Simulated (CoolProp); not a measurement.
Vapour-liquid equilibrium of m-xylene (1) + n-nonane (2) at 100.15 °C; x and y are mole fractions of (1).

The numbers come from the multi-fluid Helmholtz-energy mixture model, Zhou 2012 and Lemmon 2006; pair parameters Bell 2016 in CoolProp.

```json
[
 {"x": "0.05", "bubble pressure (bar)": "0.2229", "y at the bubble point": "0.096", "dew pressure at overall composition x (bar)": "0.2174", "liquid density (mol/L)": "5.177"},
 {"x": "0.125", "bubble pressure (bar)": "0.2380", "y at the bubble point": "0.216", "dew pressure at overall composition x (bar)": "0.2265", "liquid density (mol/L)": "5.308"},
 {"x": "0.2", "bubble pressure (bar)": "0.2513", "y at the bubble point": "0.315", "dew pressure at overall composition x (bar)": "0.2359", "liquid density (mol/L)": "5.445"},
 {"x": "0.275", "bubble pressure (bar)": "0.2628", "y at the bubble point": "0.399", "dew pressure at overall composition x (bar)": "0.2459", "liquid density (mol/L)": "5.588"},
 {"x": "0.35", "bubble pressure (bar)": "0.2729", "y at the bubble point": "0.472", "dew pressure at overall composition x (bar)": "0.2561", "liquid density (mol/L)": "5.740"},
 {"x": "0.425", "bubble pressure (bar)": "0.2816", "y at the bubble point": "0.537", "dew pressure at overall composition x (bar)": "0.2665", "liquid density (mol/L)": "5.899"},
 {"x": "0.5", "bubble pressure (bar)": "0.2891", "y at the bubble point": "0.598", "dew pressure at overall composition x (bar)": "0.2767", "liquid density (mol/L)": "6.068"},
 {"x": "0.575", "bubble pressure (bar)": "0.2956", "y at the bubble point": "0.655", "dew pressure at overall composition x (bar)": "0.2864", "liquid density (mol/L)": "6.245"},
 {"x": "0.65", "bubble pressure (bar)": "0.3012", "y at the bubble point": "0.711", "dew pressure at overall composition x (bar)": "0.2951", "liquid density (mol/L)": "6.433"},
 {"x": "0.725", "bubble pressure (bar)": "0.3057", "y at the bubble point": "0.766", "dew pressure at overall composition x (bar)": "0.3024", "liquid density (mol/L)": "6.632"},
 {"x": "0.8", "bubble pressure (bar)": "0.3093", "y at the bubble point": "0.824", "dew pressure at overall composition x (bar)": "0.3080", "liquid density (mol/L)": "6.842"},
 {"x": "0.875", "bubble pressure (bar)": "0.3119", "y at the bubble point": "0.885", "dew pressure at overall composition x (bar)": "0.3115", "liquid density (mol/L)": "7.065"},
 {"x": "0.95", "bubble pressure (bar)": "0.3132", "y at the bubble point": "0.951", "dew pressure at overall composition x (bar)": "0.3132", "liquid density (mol/L)": "7.301"}
]
```

No azeotrope shows between x = 0.05 and 0.95.

The pair parameters rest on a limited set of measurements; away from them the model extrapolates.
